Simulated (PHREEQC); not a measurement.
Consider water at 67 °C with 0.22 mol NiSO4 per kg of water. Closed to the air; pH follows from the charge balance.

Equilibrium calculation in PHREEQC: ion-association model, wateq4f.dat.

```json
[
 {"quantity": "pH", "before": "5.59", "after": "1.37"},
 {"quantity": "ionic strength (mol/kgw)", "before": "0.393", "after": "0.305"},
 {"quantity": "SO4-2 (mol/kgw)", "before": "0.0977", "after": "0.0426"},
 {"quantity": "HSO4- (mol/kgw)", "before": "2.15e-5", "after": "0.165"}
]
```

Which change was made?
A) temperature from 67 to 85 °C
B) temperature from 67 to 60 °C
C) NiSO4 replaced by NaHSO4 at the same molality
D) diluted 10-fold with water
E) temperature from 67 to 90 °C

C, NiSO4 replaced by NaHSO4 at the same molality

Precipitation was switched off in this run. Away from 25 °C the constants follow the database's enthalpies or fits; those with neither stay at their 25 °C values.
